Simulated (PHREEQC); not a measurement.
Consider water at 75 °C with 9.4 mmol/kgw CsOH and 16 mmol/kgw Na2SiO3. Closed to the air; pH follows from the charge balance.

All values are PHREEQC results (ion-association model, wateq4f.dat), not measurements.

No solid was allowed to form.

Problem. Order these Si species by the share of Si that they hold, largest first: H2SiO4-2, H3SiO4-, H4SiO4.

Solution. H3SiO4- (87 %), H2SiO4-2 (12 %), H4SiO4 (1.3 %)

The pH is 10.99 and the ionic strength 0.0433 mol/kgw. Complexes and solids missing from the database can't appear. Away from 25 °C the constants follow the database's enthalpies or fits; those with neither stay at their 25 °C values.
